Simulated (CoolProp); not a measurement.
A simple Rankine cycle with cyclopropane: condensing at 330.15 K, boiler at 3.56 MPa, turbine inlet 386.7 K, turbine efficiency 0.85, pump efficiency 0.8, no recuperator. Each further row changes one setting.

Computed with CoolProp (reference Helmholtz-energy equation of state, Polt 1992). This equation is an older, rougher fit; its heat capacities, sound speeds and derivatives of the liquid may be far off and weren't checked against measurements.

```csv
case,thermal efficiency (%),net work (kJ/kg),heat in (kJ/kg),turbine exit temperature (K),volume ratio over the turbine
as stated,8.1,?,405,?,2.35
turbine inlet 406.7 K,8.3,38.0,457,365.5,2.30
condensing temperature 322.15 K,9.6,?,425,332.9,2.80
boiler pressure 2.49 MPa,5.0,21.8,439,?,1.58
turbine efficiency 0.75,7.0,28.5,405,344.0,2.38
```

**Question.** Some entries are withheld; supply them.

**Answer.** 
- as stated, net work (kJ/kg): 32.8
- as stated, turbine exit temperature (K): 341.8
- condensing temperature 322.15 K, net work (kJ/kg): 40.6
- boiler pressure 2.49 MPa, turbine exit temperature (K): 364.3
